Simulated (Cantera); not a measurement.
A closed system holds: 1 mol acetone, 14 mol H2, 0.0093 mol O2, equilibrated at 7.50 Torr.

Method: chemical equilibrium by Gibbs-energy minimisation in Cantera with the NASA 1993 tables (ideal gas, pure condensed phases). Candidate condensed phases: C, C6H6, C7H8, C8H18, H2O; 131 gas species. Ions and electrons are included (thermal ionisation). The feed counts by its element totals alone. The numbers say what is thermodynamically allowed, not how fast it happens.

Q: At 4500 K, list the 6 most abundant gas species with their mole fractions, and the condensed phases.

A: H 0.918, C 0.0536, CO 0.0273, H2 0.000705, O 0.000278, C2 9.89e-5. Condensed: gas only.
